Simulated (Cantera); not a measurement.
# Low-pressure radical oxidation in H2/O2

An isothermal, constant-pressure homogeneous reactor starts with H2 : O2 = 0.14 : 1 (molar parts), equivalence ratio 0.070, at 1223 K and 160 Pa.

Computed with Cantera and GRI-Mech 3.0 (53 species, 325 reactions). Radical loss at walls, strong at low pressure, is not modelled. The temperature is held fixed by assumption; the heat of reaction is taken as removed at once.

```tsv
t (s)	x H2	x O2	x O	x OH	x H	x H2O
2.00e-5	0.123	0.877	9.94e-12	9.79e-12	3.54e-10	<1e-12
7.23e-5	0.123	0.877	1.22e-10	1.16e-10	1.21e-9	1.36e-11
0.000262	0.123	0.877	1.34e-9	1.14e-9	3.93e-9	5.09e-10
0.000946	0.123	0.877	1.51e-8	1.05e-8	1.86e-8	1.65e-8
0.00342	0.123	0.877	9.47e-7	6.10e-7	9.34e-7	1.82e-6
0.0124	0.0226	0.813	0.0404	0.0115	0.0359	0.0765
0.0447	0.00394	0.794	0.0625	0.00745	0.0327	0.0990
0.162	0.00369	0.801	0.0572	0.00724	0.0289	0.102
0.585	0.00285	0.820	0.0417	0.00643	0.0183	0.111
2.11	0.00110	0.852	0.0149	0.00407	0.00398	0.124
7.65	0.000133	0.867	0.00176	0.00143	0.000161	0.130
27.7	1.19e-5	0.869	0.000157	0.000429	4.33e-6	0.131
100	1.55e-6	0.869	2.04e-5	0.000154	2.02e-7	0.131
```
x: mole fraction; the columns are a selection and need not sum to one.

Equilibrium at this temperature and pressure: H2 7.18e-8, O2 0.869, O 9.48e-7, OH 3.33e-5, H 2.03e-9, H2O 0.131 (gas phase only).
